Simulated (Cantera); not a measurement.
Input: 1 mol B2O3, 54 mol H2, 1.7 mol N2, held at 2223 K and 1.00 bar.

Cantera equilibrium calculation (NASA polynomials, part measured and part estimated; ideal gas, pure solids and liquids). Candidate condensed phases: B, BN, B2O3, B3O3H3, H2O; 39 gas species. Kinetics and transport are ignored.

Base state: H2 0.926, N2 0.0299, HBO 0.0179, HBO2 0.00962, H 0.00617, H2O 0.00555, B2O3 0.00240, BO 0.00142 (mole fractions); condensed: gas only.

### Question
What changes in the equilibrium state with this change: temperature from 2223 K to 2023.15 K?

### Answer
```csv
species,before,after
H2,0.926,0.933
N2,0.0299,0.0299
HBO,0.0179,0.0161
H,0.00617,0.00184
H2O,0.00555,0.00370
HBO2,0.00962,0.0106
BO2,1.11e-5,2.63e-6
BO,0.00142,0.000450
B2O3,0.00240,0.00330
B2O2,0.000698,0.000731
```
